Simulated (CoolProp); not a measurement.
Computed with CoolProp (reference Helmholtz-energy equation of state, Akasaka 2020).

Question: Give the vapour pressure (MPa), liquid density (kg/m³), vapour density (kg/m³), enthalpy of vaporisation (kJ/kg) of saturated R1123 at 265.8 K.

Answer: 
```tsv
T (K)	p (MPa)	liquid density (kg/m³)	vapour density (kg/m³)	enthalpy of vaporisation (kJ/kg)
265.8	0.869	1150	38.5	180
```
